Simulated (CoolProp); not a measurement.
Saturation properties of n-heptane.

Computed with CoolProp (reference Helmholtz-energy equation of state, Span 2003). It is a short technical equation, of lower accuracy than the large ones.

| T (°C) | p (kPa) | liquid density (kg/m³) | vapour Z | surface tension (mN/m) | liquid viscosity (µPa s) | liquid conductivity (mW/(m K)) |
|---|---|---|---|---|---|---|
| 57.15 | 25.12 | 651.8 | 0.9801 | 16.6 | 283 | 113 |
| 74.95 | 48.15 | 636.0 | [?] | 14.9 | [?] | 108 |
| 92.75 | 85.61 | 619.5 | 0.9528 | 13.2 | 207 | 103 |
| 110.55 | 143.0 | [?] | 0.9326 | 11.6 | 179 | 98.0 |
| 128.35 | 226.5 | 584.5 | 0.9074 | 9.97 | 156 | [?] |
| 146.15 | 343.1 | 565.4 | 0.8766 | 8.41 | 136 | 89.1 |
| 163.95 | 500.6 | 544.8 | 0.8395 | 6.90 | 118 | 84.8 |
| 181.85 | 708.7 | 522.1 | [?] | 5.44 | 103 | 80.7 |
| 199.65 | 974.5 | 496.7 | 0.7411 | 4.05 | 88.9 | 76.6 |

Q: Complete the blanks.

A: 
- 74.95, vapour Z: 0.9684
- 74.95, liquid viscosity (µPa s): 241
- 110.55, liquid density (kg/m³): 602.4
- 128.35, liquid conductivity (mW/(m K)): 93.5
- 181.85, vapour Z: 0.7947

It boils at 98.4 °C under 1 atm.

Viscosity comes from a separate model (Michailidou 2014). Thermal conductivity comes from a separate model (Assael 2013). Surface tension comes from a separate correlation (Mulero 2012).
